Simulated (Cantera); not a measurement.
A Cantera script and its output.

```python
import numpy as np
import cantera as ct

gas = ct.Solution("gri30.yaml")
gas.TPX = 1325, 410, {'H2': 0.0055, 'O2': 1}
reactor = ct.IdealGasConstPressureReactor(gas, energy="off", clone=False)
net = ct.ReactorNet([reactor])
net.rtol, net.atol = 1e-08, 1e-18
show = ['H2', 'O2', 'O', 'H2O', 'H2O2', 'OH', 'H']
times = np.geomspace(4e-05, 1, 14)

steps = ct.SolutionArray(gas, extra=["t"])
rows = []
print(f"{'t/s':>10s}{'T/K':>9s}{'P/Pa':>11s}" + "".join(f"{s:>11s}" for s in show))
for t in times:
    while net.time < t:
        t_next = net.step()
        steps.append(gas.state, t=t_next)
    rows.append([np.interp(t, steps.t, y) for y in (steps.T, steps.P, *steps(*show).X.T)])
    print(f"{t:10.3e}{rows[-1][0]:9.1f}{rows[-1][1]:11.4g}" + "".join(f"{x:11.3e}" for x in rows[-1][2:]))
rate = np.gradient(steps.T, steps.t)
print("integrator steps:", len(steps.t))
if steps.T.max() > steps.T[0] + 200:
    print(f"time of steepest temperature rise: {steps.t[rate.argmax()]:.4e} s")
gas.TPX = 1325, 410, {'H2': 0.0055, 'O2': 1}
gas.equilibrate("TP")
print(f"equilibrium (TP): T = {gas.T:.1f} K  " + "  ".join(f"{s} {gas[s].X[0]:.3e}" for s in show))
```

It prints:

```
       t/s      T/K       P/Pa         H2         O2          O        H2O       H2O2         OH          H
 4.000e-05   1325.0        410  5.470e-03  9.945e-01  1.089e-10  9.341e-13  3.852e-15  1.086e-10  4.139e-10
 8.717e-05   1325.0        410  5.470e-03  9.945e-01  4.375e-10  8.485e-12  1.827e-14  4.344e-10  7.083e-10
 1.900e-04   1325.0        410  5.470e-03  9.945e-01  1.531e-09  6.848e-11  8.633e-14  1.506e-09  1.016e-09
 4.140e-04   1325.0        410  5.470e-03  9.945e-01  4.589e-09  4.749e-10  4.065e-13  4.424e-09  1.287e-09
 9.021e-04   1325.0        410  5.470e-03  9.945e-01  1.290e-08  2.912e-09  1.895e-12  1.194e-08  1.790e-09
 1.966e-03   1325.0        410  5.470e-03  9.945e-01  4.010e-08  1.776e-08  8.648e-12  3.489e-08  3.336e-09
 4.284e-03   1325.0        410  5.470e-03  9.945e-01  1.790e-07  1.340e-07  3.778e-11  1.463e-07  1.094e-08
 9.336e-03   1325.0        410  5.467e-03  9.945e-01  2.186e-06  2.185e-06  1.517e-10  1.736e-06  1.198e-07
 2.035e-02   1325.0        410  4.983e-03  9.941e-01  3.332e-04  3.519e-04  7.326e-10  2.512e-04  1.864e-05
 4.434e-02   1325.0        410  3.827e-05  9.892e-01  4.870e-03  5.014e-03  2.875e-09  7.166e-04  1.184e-04
 9.663e-02   1325.0        410  1.239e-05  9.892e-01  4.919e-03  5.095e-03  2.238e-09  6.213e-04  1.031e-04
 2.106e-01   1325.0        410  1.217e-05  9.893e-01  4.829e-03  5.100e-03  2.227e-09  6.158e-04  1.003e-04
 4.589e-01   1325.0        410  1.171e-05  9.895e-01  4.639e-03  5.110e-03  2.204e-09  6.042e-04  9.454e-05
 1.000e+00   1325.0        410  1.079e-05  9.899e-01  4.262e-03  5.129e-03  2.155e-09  5.802e-04  8.339e-05
integrator steps: 567
equilibrium (TP): T = 1325.0 K  H2 1.158e-08  O2 9.945e-01  O 4.318e-06  H2O 5.475e-03  H2O2 2.314e-11  OH 1.909e-05  H 2.767e-09
```

Model: GRI-Mech 3.0 (53 species, 325 reactions), integrated in Cantera. Radical loss at walls, strong at low pressure, is not modelled.
